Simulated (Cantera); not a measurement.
Cantera run:

```python
import numpy as np
import cantera as ct

gas_names = """
    CL CL2 H HCL H2 N NH NH2 NH3 N2 N2H2 N2H4 Si SiCL SiCL2 SiCL3 SiCL4 SiH SiHCL3 SiH2 SiH2CL2 SiH3
    SiH3CL SiH4 SiN Si2 Si2N Si3
""".split()
cond_names = """
    NH4CL(a) NH4CL(b) Si(cr) Si(L) Si3N4(a)
""".split()


# ... load() reads the species with a 1 bar reference pressure and builds the phases ...
atoms = {
    'SiCl4': {'Si': 1, 'CL': 4},
    'N2': {'N': 2},
    'H2': {'H': 2},
}
top_T = {'Si3N4(a)': 2400}  # K; cautious upper limits of use, not melting points


# ... equilibrate(T, P, feed) seeds the gas with the atoms and calls Mixture.equilibrate('TP', solver="vcs", rtol=1e-11, max_steps=5000) ...
results = []
feed = {'SiCl4': 1, 'N2': 62, 'H2': 18}  # mol
T = 1048.15  # K
P = 340  # Pa
mix = equilibrate(T, P, feed)
results.append((T, P, feed, dict(zip(mix.species_names, mix.species_moles))))
print(gas.report(threshold=1e-05))
for i in range(1, mix.n_phases):
    print(f"{mix.phase(i).name:16s} {mix.phase_moles(i):12.5e} mol")
```

It prints:

```
       temperature   1048.2 K
          pressure   340 Pa
           density   0.00090963 kg/m^3
  mean mol. weight   23.315 kg/kmol
   phase of matter   gas

                          1 kg             1 kmol
                     ---------------   ---------------
          enthalpy        7.8501e+05        1.8303e+07  J
   internal energy        4.1123e+05        9.5879e+06  J
           entropy             11588        2.7017e+05  J/K
    Gibbs function       -1.1361e+07       -2.6488e+08  J
 heat capacity c_p            1388.8             32380  J/K
 heat capacity c_v            1032.2             24066  J/K

                      mass frac. Y      mole frac. X     chem. pot. / RT
                     ---------------   ---------------   ---------------
               HCL          0.076856          0.049151           -43.687
                H2          0.017011           0.19674           -24.934
                N2           0.90608           0.75411           -30.951
     [  +25 minor]        5.4959e-05        7.9696e-06

Si(cr)            0.00000e+00 mol
Si3N4(a)          3.33122e-01 mol
```

Method: chemical equilibrium by Gibbs-energy minimisation in Cantera with the NASA 1993 tables (ideal gas, pure condensed phases). N2 is the only nitrogen source here; it is nearly inert below about 1500 K, so the nitride shown seldom forms there in practice.
